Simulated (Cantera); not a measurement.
An isothermal, constant-pressure homogeneous reactor starts with H2 : O2 = 0.13 : 1 (molar parts), equivalence ratio 0.065, at 998 K and 1.65 Torr.

Computed with Cantera and GRI-Mech 3.0 (53 species, 325 reactions). Radical loss at walls, strong at low pressure, is not modelled. The temperature is held fixed by assumption; the heat of reaction is taken as removed at once.

One state of this run: x H2 = 0.000214; x O2 = 0.875; x OH = 0.000744; x H2O2 = 3.62e-8; x H2O = 0.121; x HO2 = 1.19e-6; x H = 0.000542. x: mole fraction; the columns are a selection and need not sum to one.

Which value of t (s) does it belong to?
A. 1.18
B. 0.128
C. 0.000500
D. 0.389

A, 1.18
